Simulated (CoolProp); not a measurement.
Computed with CoolProp (reference Helmholtz-energy equation of state, McLinden 2020).

Task: For R1336mzz(Z), give the phase and the isothermal compressibility (1/MPa), expansivity (1/kK), fugacity coefficient at 476 K and 3.24 MPa; 484 K and 3.24 MPa.

Result: 
- 476 K and 3.24 MPa: supercritical; isothermal compressibility 0.578, expansivity 10.9, fugacity coefficient 0.709
- 484 K and 3.24 MPa: supercritical; isothermal compressibility 0.521, expansivity 8.78, fugacity coefficient 0.728
